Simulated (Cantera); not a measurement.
Charge: 1 mol Si(CH3)4, 0.17 mol HCl, 1300 mol H2, at 20.3 Torr.

Method: chemical equilibrium by Gibbs-energy minimisation in Cantera with the NASA 1993 tables (ideal gas, pure condensed phases). Candidate condensed phases: C, C6H6, C7H8, C8H18, Si, SiC; 109 gas species. Gases not in the tables: Si2H6 and higher silanes. Equilibrium is a limit: real reactors are often held back by kinetics, nucleation or transport.

**Question.** What share of the Si ends up in condensed phases as a function of T (K), at 1448, 1548, 1648, 1748, 1848, 1948, 2048, 2148, 2248, 2348?

**Answer.** 
```csv
T (K),Si condensed (%),as
1448,100.0,SiC(s)
1548,100.0,SiC(s)
1648,100.0,SiC(s)
1748,99.8,SiC(s)
1848,98.7,SiC(s)
1948,93.4,SiC(s)
2048,69.6,SiC(s)
2148,0.0,-
2248,0.0,-
2348,0.0,-
```
